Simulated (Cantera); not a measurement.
A closed system holds: 1 mol Fe(CO)₅, 46 mol H₂, 0.022 mol O₂, equilibrated at 1300 K and 1.00 bar.

Cantera equilibrium calculation (NASA polynomials, part measured and part estimated; ideal gas, pure solids and liquids). Candidate condensed phases: C, C₆H₆, C₇H₈, C₈H₁₈, Fe, Fe(CO)₅, FeO, Fe(OH)₂, Fe(OH)₃, Fe₂O₃, Fe₃O₄, H₂O; 114 gas species. The numbers say what is thermodynamically allowed, not how fast it happens.

What is the equilibrium state?


- x(H₂) = 0.899
- x(CO) = 0.0963
- x(H₂O) = 0.00262
- x(CH₄) = 0.00191
- x(CO₂) = 0.000159
- x(H) = 1.05e-6
- n(Fe(γ)) = 1.00 mol
- gas amount = 50.81 mol
- log10 activity of C(graphite) (absent) = -0.52
- log10 activity of Fe(OH)₂(s) (absent) = -9.99
- log10 activity of Fe(OH)₃(s) (absent) = -17.39
